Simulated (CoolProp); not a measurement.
Vapour-liquid equilibrium of n-hexane (1) + ethylbenzene (2) at 299.5 K; x and y are mole fractions of (1).

Model: multi-fluid Helmholtz-energy mixture model, Thol 2019 and Zhou 2012; pair parameters Bell 2016, in CoolProp.

Give the bubble pressure and the first vapour's composition at x = 0.5, 0.65, 0.725. Is there an azeotrope?

x = 0.5: 12.69 kPa, y = 0.938; x = 0.65: 15.22 kPa, y = 0.961; x = 0.725: 16.47 kPa, y = 0.970. No azeotrope shows between x = 0.05 and 0.95.

The pair parameters rest on a limited set of measurements; away from them the model extrapolates.
